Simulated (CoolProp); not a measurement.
The numbers come from the reference Helmholtz-energy equation of state, Thol 2017 in CoolProp.

Question: For octamethyltrisiloxane (MDM), give the phase and the cv (kJ/(kg K)), speed of sound (m/s), fugacity coefficient at 1.95 °C and 16.1 bar; 13.85 °C and 16.1 bar; 19.85 °C and 16.1 bar.

Answer: 
- 1.95 °C and 16.1 bar: liquid; cv 1.42, speed of sound 1010, fugacity coefficient 7.10e-5
- 13.85 °C and 16.1 bar: liquid; cv 1.45, speed of sound 967, fugacity coefficient 0.000175
- 19.85 °C and 16.1 bar: liquid; cv 1.46, speed of sound 946, fugacity coefficient 0.000265
